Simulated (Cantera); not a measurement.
**Catalytic combustion on Pt**

An isothermal plug-flow reactor at 1150 K and 0.444 atm (inlet), inlet velocity 0.14 m/s, active area per volume 2900 1/m; feed CH₄ : O₂ : N₂ = 0.0067 : 0.12 : 0.79 (molar parts).

Cantera simulation using Deutschmann's 1995 Pt surface mechanism with GRI-Mech 3.0 gas chemistry; the numbers are that mechanism's predictions, not measurements. Catalytic surfaces can have several steady states; this one follows from the mechanism file's or the stated starting coverage. Mass transfer to the wall is taken as infinitely fast.

```tsv
z (m)	x CH₄	x O₂	x H₂O	x CO₂	x CO	θ free Pt	θ O*	θ OH*
0.00014	0.00239	0.121	0.00981	0.00490	2.79e-6	0.405	0.594	0.000930
0.00024	0.00106	0.118	0.0125	0.00622	1.25e-6	0.406	0.593	0.00105
0.00044	0.000209	0.117	0.0142	0.00707	2.51e-7	0.407	0.592	0.00111
0.00077	1.42e-5	0.116	0.0146	0.00727	2.18e-8	0.407	0.592	0.00113
0.0014	9.08e-8	0.116	0.0146	0.00728	3.81e-9	0.407	0.592	0.00113
0.0024	1.53e-10	0.116	0.0146	0.00729	2.30e-9	0.407	0.592	0.00113
0.0044	7.78e-11	0.116	0.0146	0.00729	1.05e-9	0.407	0.592	0.00113
0.0077	4.32e-11	0.116	0.0146	0.00729	5.65e-10	0.407	0.592	0.00113
0.014	1.15e-11	0.116	0.0146	0.00730	4.22e-10	0.407	0.592	0.00113
```
x: gas mole fraction; θ: surface coverage.
